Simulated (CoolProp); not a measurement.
Isobutene along the isotherm 276.85 °C: fugacity coefficient from the reference equation and from simpler models built on Tc = 144.9 °C, pc = 4.016 MPa, ω = 0.193; each cubic takes its own stable root.

The numbers come from the reference Helmholtz-energy equation of state, Lemmon 2005 in CoolProp. It is a short technical equation, of lower accuracy than the large ones.

```csv
p (MPa),phase,reference,van der Waals,Soave-Redlich-Kwong
4.02,supercritical,0.8701,0.8556,0.8808
8.03,supercritical,0.7597,0.7235,0.7821
12,supercritical,0.6753,0.6276,0.7090
16.1,supercritical,0.6158,0.5732,0.6593
20.1,supercritical,0.5795,0.5471,0.6300
24.1,supercritical,0.5580,0.5370,0.6139
28.1,supercritical,0.5466,0.5376,0.6070
32.1,supercritical,0.5425,0.5460,0.6070
36.1,supercritical,0.5441,0.5608,0.6124
40.2,supercritical,0.5502,0.5816,0.6225
```
